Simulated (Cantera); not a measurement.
Input: 1 mol SiH₂Cl₂, 31 mol NH₃, 2.7 mol N₂, held at 4100 Pa.

Method: chemical equilibrium by Gibbs-energy minimisation in Cantera with the NASA 1993 tables (ideal gas, pure condensed phases). Candidate condensed phases: NH₄Cl, Si, Si₃N₄; 28 gas species. The tables' values for SiCl are old estimates; treat these amounts as uncertain. Gases not in the tables: Si₂H₆ and higher silanes. Kinetics and transport are ignored. All values below are at 1800 K.

Base state: H₂ 0.704, N₂ 0.267, HCl 0.0253, SiCl₂ 0.00243, H 0.00148, Si 6.71e-5, Cl 4.07e-5, SiCl 3.54e-5 (mole fractions); condensed: Si₃N₄(s).

**Question.** What changes in the equilibrium state with this change: NH₃ from 31 to 0.11 mol?

**Answer.** 
```
species         before     after
-------------  -------  --------
N₂               0.267     0.542
H₂               0.704     0.184
SiCl₂          0.00243     0.142
HCl             0.0253     0.125
SiCl₄          3.70e-8  0.000205
SiCl₃          7.46e-6   0.00426
SiHCl₃         2.59e-7   7.56e-5
Cl             4.07e-5  0.000396
SiH₂           1.82e-5   2.98e-6
Si₃N₄(s), mol    0.276     0.102
```
The tables' values for SiCl₃, SiCl are old estimates; treat these amounts as uncertain.
